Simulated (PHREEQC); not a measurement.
A solution holds 0.0012 mol/kgw HF, 0.0077 mol/kgw NH4HF2, 0.00043 mol/kgw (NH4)2SiF6 and 0.039 mol/kgw H3PO4, at 10 °C. Closed to the air; pH follows from the charge balance.

Equilibrium calculation in PHREEQC: ion-association model, phreeqc.dat.

This is a speciation only: nothing precipitates in the calculation.

### Question
What pH does the model give?

### Answer
pH 1.97.

### Question
In which forms is P present?

### Answer
H3PO4 53 %, H2PO4- 47 % of the P.

Complexes and solids missing from the database can't appear. Away from 25 °C the constants follow the database's enthalpies or fits; those with neither stay at their 25 °C values. SiF6-2 is the database's only silicon fluoride.
